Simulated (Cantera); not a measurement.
A freely propagating, adiabatic, planar premixed flame of CH₄ : H₂ : O₂ : N₂ = 1 : 0.87 : 2.51 : 9.44 (molar parts), unburnt at 523 K and 42000 Pa; mixture-averaged transport, grid criteria slope 0.08 and curve 0.16, no radiation.

Cantera simulation using GRI-Mech 3.0 (53 species, 325 reactions); the numbers are that mechanism's predictions, not measurements. Burning velocities carry a grid error of a few per cent, more on coarse grids.

Q: Predict: laminar burning velocity; thermal thickness; peak x(CH₂); peak x(C₂H₂).

A: 
```json
{
  "laminar_burning_velocity": "183 cm/s",
  "thermal_thickness": "0.634 mm",
  "peak x(CH₂)": "4.61e-5",
  "peak x(C₂H₂)": "4.99e-5"
}
```
